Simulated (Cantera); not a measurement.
A freely propagating, adiabatic, planar premixed flame of 12.8 % CH4, 18.3 % O2, 68.8 % N2, equivalence ratio 1.4, unburnt at 450 K and 1.00 bar; multicomponent+Soret transport, grid criteria slope 0.08 and curve 0.16, no radiation.

Detailed kinetics in Cantera: GRI-Mech 3.0 (53 species, 325 reactions). Burning velocities carry a grid error of a few per cent, more on coarse grids.

Predict: laminar burning velocity; thermal thickness; peak x(H2); peak x(C2H4); peak x(H).


| Quantity | Result |
|---|---|
| laminar burning velocity | 36.6 cm/s |
| thermal thickness | 0.655 mm |
| peak x(H2) | 0.0613 |
| peak x(C2H4) | 0.00184 |
| peak x(H) | 0.00442 |
